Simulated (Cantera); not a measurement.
Input (Python, Cantera) and output of one run.

```python
import numpy as np
import cantera as ct

gas_names = """
    C CO CO2 C2 C2O C3 C3O2 C4 C5 Cu CuO Cu2 O O2 O3
""".split()
cond_names = """
    C(gr) Cu(cr) Cu(L) CuO(s) Cu2O(s) Cu2O(L)
""".split()


# ... load() reads the species with a 1 bar reference pressure and builds the phases ...
atoms = {
    'Cu': {'Cu': 1},
    'CO2': {'C': 1, 'O': 2},
    'CO': {'C': 1, 'O': 1},
    'O2': {'O': 2},
}
top_T = {'C(gr)': 4500, 'CuO(s)': 1390}  # K; cautious upper limits of use, not melting points


# ... equilibrate(T, P, feed) seeds the gas with the atoms and calls Mixture.equilibrate('TP', solver="vcs", rtol=1e-11, max_steps=5000) ...
results = []
P = 13332.2  # Pa
for T in [923, 973, 1023, 1073, 1123, 1173, 1223, 1273, 1323, 1373, 1423, 1473]:
    for m in [9.8, 14, 21, 31, 46, 67, 99]:
        feed = {'Cu': 1, 'CO2': 0.22, 'CO': m, 'O2': 0.58}  # mol
        mix = equilibrate(T, P, feed)
        results.append((T, P, feed, dict(zip(mix.species_names, mix.species_moles))))

for T, P, feed, n in results:
    print(f"{T:7g} {feed['CO']:10.4g}  " + (" + ".join(c for c in cond_names if n.get(c, 0) > 1e-12) or "gas only"))
```

It prints:

```
    923        9.8  C(gr) + Cu(cr)
    923         14  C(gr) + Cu(cr)
    923         21  C(gr) + Cu(cr)
    923         31  C(gr) + Cu(cr)
    923         46  C(gr) + Cu(cr)
    923         67  C(gr) + Cu(cr)
    923         99  C(gr) + Cu(cr)
    973        9.8  Cu(cr)
    973         14  C(gr) + Cu(cr)
    973         21  C(gr) + Cu(cr)
    973         31  C(gr) + Cu(cr)
    973         46  C(gr) + Cu(cr)
    973         67  C(gr) + Cu(cr)
    973         99  C(gr) + Cu(cr)
   1023        9.8  Cu(cr)
   1023         14  Cu(cr)
   1023         21  Cu(cr)
   1023         31  Cu(cr)
   1023         46  C(gr) + Cu(cr)
   1023         67  C(gr) + Cu(cr)
   1023         99  C(gr) + Cu(cr)
   1073        9.8  Cu(cr)
   1073         14  Cu(cr)
   1073         21  Cu(cr)
   1073         31  Cu(cr)
   1073         46  Cu(cr)
   1073         67  Cu(cr)
   1073         99  C(gr) + Cu(cr)
   1123        9.8  Cu(cr)
   1123         14  Cu(cr)
   1123         21  Cu(cr)
   1123         31  Cu(cr)
   1123         46  Cu(cr)
   1123         67  Cu(cr)
   1123         99  Cu(cr)
   1173        9.8  Cu(cr)
   1173         14  Cu(cr)
   1173         21  Cu(cr)
   1173         31  Cu(cr)
   1173         46  Cu(cr)
   1173         67  Cu(cr)
   1173         99  Cu(cr)
   1223        9.8  Cu(cr)
   1223         14  Cu(cr)
   1223         21  Cu(cr)
   1223         31  Cu(cr)
   1223         46  Cu(cr)
   1223         67  Cu(cr)
   1223         99  Cu(cr)
   1273        9.8  Cu(cr)
   1273         14  Cu(cr)
   1273         21  Cu(cr)
   1273         31  Cu(cr)
   1273         46  Cu(cr)
   1273         67  Cu(cr)
   1273         99  Cu(cr)
   1323        9.8  Cu(cr)
   1323         14  Cu(cr)
   1323         21  Cu(cr)
   1323         31  Cu(cr)
   1323         46  Cu(cr)
   1323         67  Cu(cr)
   1323         99  Cu(cr)
   1373        9.8  Cu(L)
   1373         14  Cu(L)
   1373         21  Cu(L)
   1373         31  Cu(L)
   1373         46  Cu(L)
   1373         67  Cu(L)
   1373         99  Cu(L)
   1423        9.8  Cu(L)
   1423         14  Cu(L)
   1423         21  Cu(L)
   1423         31  Cu(L)
   1423         46  Cu(L)
   1423         67  Cu(L)
   1423         99  Cu(L)
   1473        9.8  Cu(L)
   1473         14  Cu(L)
   1473         21  Cu(L)
   1473         31  Cu(L)
   1473         46  Cu(L)
   1473         67  Cu(L)
   1473         99  Cu(L)
```

These are equilibrium values from Cantera (NASA tables, ideal gas, pure condensed phases), not measurements of a reactor.
